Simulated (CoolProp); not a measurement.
The numbers come from the reference Helmholtz-energy equation of state, Schroeder 2014 in CoolProp.

Q: Give the vapour pressure (MPa), vapour density (kg/m³), liquid cp (kJ/(kg K)), vapour viscosity (µPa s) of saturated ethanol at 84.05 °C.

A: 
```tsv
T (°C)	p (MPa)	vapour density (kg/m³)	liquid cp (kJ/(kg K))	vapour viscosity (µPa s)
84.05	0.126	2.03	2.99	10.6
```

Viscosity comes from a separate model (Kiselev 2005).
